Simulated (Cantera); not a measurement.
Input: 1 mol SiCl4, a varied amount of Cl2, 0.55 mol H2, held at 1498.15 K and 2030 Torr.

These are equilibrium values from Cantera (NASA tables, ideal gas, pure condensed phases), not measurements of a reactor. Candidate condensed phases: Si; 19 gas species. Rates play no part.

### Question
At 2.9 mol Cl2, list the 4 most abundant gas species with their mole fractions, and the condensed phases.

### Answer
Cl2 0.509, HCl 0.244, SiCl4 0.222, Cl 0.0250. Condensed: gas only.
